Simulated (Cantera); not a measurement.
Charge: 1 mol TiCl4, 0.23 mol O2, at 823 K and 7400 Pa.

These are equilibrium values from Cantera (NASA tables, ideal gas, pure condensed phases), not measurements of a reactor. Candidate condensed phases: Ti, TiCl2, TiCl3, TiCl4, TiO, TiO2, Ti2O3, Ti3O5, Ti4O7; 15 gas species. Condensed phases not in the tables: TiOCl. Rates play no part.

Base state: TiCl4 0.626, Cl2 0.374, Cl 3.53e-5 (mole fractions); condensed: TiO2(rutile).

Q: What changes in the equilibrium state with this change: O2 from 0.23 to 0.99 mol?

A: 
```tsv
species	before	after
Cl2	0.374	0.995
TiCl4	0.626	0.00503
Cl	3.53e-5	5.76e-5
TiO2(rutile), mol	0.230	0.990
```
